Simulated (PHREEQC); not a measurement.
Dissolve 0.065 mol Na2HAsO4, 0.11 mol Cs2SO4 and 0.0025 mol Ca(NO3)2 per kg of water at 60 °C. Closed to the air; pH follows from the charge balance.

All values are PHREEQC results (ion-association model, wateq4f.dat), not measurements.

Task: The ionic strength comes out as 0.502 mol/kgw. What activity coefficients do OH-, Cs+, Ca+2, HAsO4-2, Na+ get?

Result: OH- 0.62, Cs+ 0.72, Ca+2 0.24, HAsO4-2 0.26, Na+ 0.69.

Precipitation was switched off in this run. Away from 25 °C the constants follow the database's enthalpies or fits; those with neither stay at their 25 °C values. The database has no arsenate complexes of Ca.
